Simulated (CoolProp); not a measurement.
Vapour-liquid equilibrium of cis-2-butene (1) + acetone (2) at 301.6 K; x and y are mole fractions of (1).

Model: multi-fluid Helmholtz-energy mixture model, Lemmon 2005 and Lemmon 2006; pair parameters Bell 2016, in CoolProp.

```tsv
x	bubble pressure (kPa)	y at the bubble point	dew pressure at overall composition x (kPa)	liquid density (mol/L)
0.05	[?]	0.459	37.39	13.28
0.15	109.9	0.709	41.61	12.97
0.25	143.5	[?]	46.87	12.67
0.35	166.9	[?]	53.63	12.38
0.45	183.1	0.859	62.62	12.10
0.55	194.8	0.877	75.17	11.83
0.65	204.3	0.893	[?]	11.58
0.75	213.5	[?]	124.2	11.36
0.85	223.1	0.935	[?]	11.15
0.95	233.4	0.973	227.7	[?]
```

Problem. Some entries are withheld; supply them.

Solution. 
- 0.05, bubble pressure (kPa): 63.63
- 0.25, y at the bubble point: 0.793
- 0.35, y at the bubble point: 0.834
- 0.65, dew pressure at overall composition x (kPa): 93.86
- 0.75, y at the bubble point: 0.911
- 0.85, dew pressure at overall composition x (kPa): 177.2
- 0.95, liquid density (mol/L): 10.97

No azeotrope shows between x = 0.05 and 0.95.

Pair parameters are fitted to limited data, so mixtures are less certain than the pure fluids. With so large a gap from Raoult's law the liquid may split in two, which this calculation doesn't test in full.
